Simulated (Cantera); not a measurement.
**SO2 + H2O + H2 (abatement and gas-phase synthesis)**

Charge: 1 mol SO2, 0.089 mol H2O, 11 mol H2, at 0.0170 bar.

These are equilibrium values from Cantera (NASA tables, ideal gas, pure condensed phases), not measurements of a reactor. Candidate condensed phases: H2O, H2SO4, S; 19 gas species. Equilibrium is a limit: real reactors are often held back by kinetics, nucleation or transport.

| T (K) | x H2 | x H | x H2O | x O | x H2S | x S | x S2 | x OH | x SO | x SH |
|---|---|---|---|---|---|---|---|---|---|---|
| 1423 | 0.739 | 4.38e-5 | 0.186 | 1.27e-11 | 0.0604 | 1.42e-5 | 0.0136 | 2.39e-7 | 3.90e-5 | 0.00118 |
| 1573 | 0.752 | 0.000270 | 0.183 | 7.18e-10 | 0.0385 | 0.000106 | 0.0230 | 2.37e-6 | 0.000229 | 0.00281 |
| 1723 | 0.760 | 0.00122 | 0.180 | 2.02e-8 | 0.0236 | 0.000499 | 0.0282 | 1.58e-5 | 0.000881 | 0.00512 |
| 1873 | 0.763 | 0.00432 | 0.175 | 3.31e-7 | 0.0145 | 0.00171 | 0.0292 | 7.71e-5 | 0.00254 | 0.00789 |
| 2023 | 0.760 | 0.0127 | 0.168 | 3.54e-6 | 0.00896 | 0.00461 | 0.0265 | 0.000292 | 0.00580 | 0.0107 |
| 2173 | 0.747 | 0.0320 | 0.157 | 2.70e-5 | 0.00538 | 0.01000 | 0.0208 | 0.000900 | 0.0108 | 0.0127 |
| 2323 | 0.716 | 0.0707 | 0.143 | 0.000158 | 0.00302 | 0.0176 | 0.0136 | 0.00235 | 0.0164 | 0.0131 |
| 2473 | 0.658 | 0.139 | 0.127 | 0.000748 | 0.00151 | 0.0253 | 0.00713 | 0.00536 | 0.0209 | 0.0114 |
| 2623 | 0.567 | 0.243 | 0.106 | 0.00299 | 0.000663 | 0.0304 | 0.00305 | 0.0108 | 0.0228 | 0.00850 |
| 2773 | 0.446 | 0.381 | 0.0792 | 0.00998 | 0.000260 | 0.0325 | 0.00118 | 0.0185 | 0.0216 | 0.00563 |
| 2923 | 0.313 | 0.532 | 0.0460 | 0.0256 | 9.48e-5 | 0.0337 | 0.000478 | 0.0244 | 0.0175 | 0.00353 |
| 3073 | 0.195 | 0.665 | 0.0189 | 0.0470 | 3.33e-5 | 0.0354 | 0.000220 | 0.0226 | 0.0115 | 0.00218 |
| 3223 | 0.109 | 0.759 | 0.00574 | 0.0642 | 1.12e-5 | 0.0374 | 0.000110 | 0.0155 | 0.00625 | 0.00132 |
x: gas mole fraction; nothing condenses.

From 1423 K to 3223 K nothing is condensed.
